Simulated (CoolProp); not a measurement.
Saturation properties of R143a (Tc = 72.7 °C, pc = 3.762 MPa, ω = 0.261).

Model: reference Helmholtz-energy equation of state, Lemmon and Jacobsen 2000, in CoolProp.

```json
[
 {"T (°C)": "-94.15", "p (MPa)": "0.005471", "vapour Z": "0.9922", "liquid conductivity (mW/(m K))": "126"},
 {"T (°C)": "-81.05", "p (MPa)": "0.01463", "vapour Z": "0.9856", "liquid conductivity (mW/(m K))": "119"},
 {"T (°C)": "-67.95", "p (MPa)": "(withheld)", "vapour Z": "0.9756", "liquid conductivity (mW/(m K))": "(withheld)"},
 {"T (°C)": "-54.85", "p (MPa)": "0.06962", "vapour Z": "0.9613", "liquid conductivity (mW/(m K))": "105"},
 {"T (°C)": "-41.75", "p (MPa)": "0.1305", "vapour Z": "0.9420", "liquid conductivity (mW/(m K))": "99.0"},
 {"T (°C)": "-28.55", "p (MPa)": "0.2277", "vapour Z": "0.9168", "liquid conductivity (mW/(m K))": "93.0"},
 {"T (°C)": "-15.45", "p (MPa)": "(withheld)", "vapour Z": "0.8855", "liquid conductivity (mW/(m K))": "87.2"},
 {"T (°C)": "-2.35", "p (MPa)": "0.5756", "vapour Z": "0.8474", "liquid conductivity (mW/(m K))": "81.7"},
 {"T (°C)": "10.75", "p (MPa)": "0.8545", "vapour Z": "0.8017", "liquid conductivity (mW/(m K))": "76.3"},
 {"T (°C)": "23.85", "p (MPa)": "(withheld)", "vapour Z": "0.7471", "liquid conductivity (mW/(m K))": "70.9"},
 {"T (°C)": "36.95", "p (MPa)": "1.702", "vapour Z": "(withheld)", "liquid conductivity (mW/(m K))": "65.6"},
 {"T (°C)": "50.05", "p (MPa)": "2.310", "vapour Z": "0.5995", "liquid conductivity (mW/(m K))": "60.1"}
]
```

Question: What belongs in the gaps?

Answer: 
- -67.95, p (MPa): 0.03382
- -67.95, liquid conductivity (mW/(m K)): 112
- -15.45, p (MPa): 0.3714
- 23.85, p (MPa): 1.224
- 36.95, vapour Z: 0.6814

It boils at -47.2 °C under 1 atm.

Thermal conductivity comes from a separate model (McLinden 2000), an estimate that may be off by 10 % or more.
